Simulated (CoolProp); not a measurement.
Vapour-liquid equilibrium of n-butane (1) + cyclohexane (2) at 19.05 °C; x and y are mole fractions of (1).

The numbers come from the multi-fluid Helmholtz-energy mixture model, Bücker 2006 and Zhou 2014; pair parameters Bell 2016 in CoolProp.

Problem. Give the bubble pressure and the first vapour's composition at x = 0.65, 0.75, 0.95. Is there an azeotrope?

Solution. x = 0.65: 0.1342 MPa, y = 0.974; x = 0.75: 0.1534 MPa, y = 0.983; x = 0.95: 0.1913 MPa, y = 0.997. No azeotrope shows between x = 0.05 and 0.95.

The pair parameters rest on a limited set of measurements; away from them the model extrapolates.
